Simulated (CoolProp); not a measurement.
Vapour-liquid equilibrium of propylene (1) + R142b (2) at 0.0748 bar; x and y are mole fractions of (1).

Values from CoolProp's multi-fluid Helmholtz-energy mixture model, Lemmon 2013 and Lemmon 2006; pair parameters Bell 2016.

| x | bubble temperature (K) | y at the bubble point | dew temperature at overall composition x (K) | liquid density (mol/L) |
|---|---|---|---|---|
| 0.05 | 207.9 | 0.366 | 213.2 | 13.16 |
| 0.15 | 199.7 | 0.692 | 211.7 | 13.51 |
| 0.25 | 194.4 | 0.821 | 210.1 | 13.80 |
| 0.35 | 190.9 | 0.883 | 208.2 | 14.07 |
| 0.45 | 188.4 | 0.917 | 206.2 | 14.32 |
| 0.55 | 186.5 | 0.940 | 203.8 | 14.57 |
| 0.65 | 185.1 | 0.956 | 201.0 | 14.82 |
| 0.75 | 183.8 | 0.969 | 197.6 | 15.07 |
| 0.85 | 182.7 | 0.981 | 192.9 | 15.33 |
| 0.95 | 181.6 | 0.993 | 185.6 | 15.61 |

No azeotrope shows between x = 0.05 and 0.95.

The pair parameters rest on a limited set of measurements; away from them the model extrapolates.
